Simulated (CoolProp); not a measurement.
Model: reference Helmholtz-energy equation of state, Wagner 2002, in CoolProp.

### Question
For water, give the phase and the cp (kJ/(kg K)), Prandtl number at 310.7 K and 0.298 MPa; 346.8 K and 0.298 MPa.

### Answer
- 310.7 K and 0.298 MPa: liquid; cp 4.18, Prandtl number 4.57
- 346.8 K and 0.298 MPa: liquid; cp 4.19, Prandtl number 2.43

Viscosity comes from a separate model (Huber 2009). Thermal conductivity comes from a separate model (Huber 2012).
